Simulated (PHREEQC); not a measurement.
Consider water at 25 °C with 1.1 mmol/kgw CaCl2 and 0.00065 mmol/kgw CO2. Closed to the air; pH follows from the charge balance.

Equilibrium calculation in PHREEQC: ion-association model, phreeqc.dat.

This is a speciation only: nothing precipitates in the calculation.

Question: Order these C species by the share of C that they hold, largest first: CO2, HCO3-, CaHCO3+.

Answer: HCO3- (56 %), CO2 (44 %), CaHCO3+ (0.61 %)

The ionic strength is 0.00330 mol/kgw.
